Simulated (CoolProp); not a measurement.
A closed Brayton cycle with carbon dioxide: compressor inlet 306.15 K and 9.2 MPa, high pressure 17 MPa, turbine inlet 740 K, compressor efficiency 0.89, turbine efficiency 0.93, recuperator effectiveness 0.9 (on enthalpy, no pinch check). Each further row changes one setting.

Model: reference Helmholtz-energy equation of state, Span 1996, in CoolProp.

```
case                           thermal efficiency (%)  net work (kJ/kg)  compressor to turbine work  compressor exit (K)  turbine exit (K)
-----------------------------  ----------------------  ----------------  --------------------------  -------------------  ----------------
as stated                                        29.4              64.1                        0.16                320.1             668.0
turbine inlet 690 K                              28.2               ___                         ___                320.1             620.8
compressor inlet 316.15 K                        28.3              57.8                        0.24                  ___             668.0
high pressure 14.4 MPa                           27.2               ___                        0.14                316.0               ___
recuperator effectiveness 0.5                    15.9              64.1                        0.16                320.1             668.0
```

Task: Complete the blanks.

Result: 
- turbine inlet 690 K, net work (kJ/kg): 58.2
- turbine inlet 690 K, compressor to turbine work: 0.17
- compressor inlet 316.15 K, compressor exit (K): 349.6
- high pressure 14.4 MPa, net work (kJ/kg): 48.3
- high pressure 14.4 MPa, turbine exit (K): 687.2
